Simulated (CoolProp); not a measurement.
Vapour-liquid equilibrium of carbon dioxide (1) + CHF3 (R23) (2) at -51.05 °C; x and y are mole fractions of (1).

Values from CoolProp's multi-fluid Helmholtz-energy mixture model, Span 1996 and Penoncello 2003; pair parameters Bell 2016.

Question: Give the bubble pressure and the first vapour's composition at x = 0.125, 0.275, 0.35. Is there an azeotrope?

Answer: x = 0.125: 0.4947 MPa, y = 0.180; x = 0.275: 0.5351 MPa, y = 0.363; x = 0.35: 0.5536 MPa, y = 0.442. No azeotrope shows between x = 0.05 and 0.95.

The pair parameters rest on a limited set of measurements; away from them the model extrapolates.
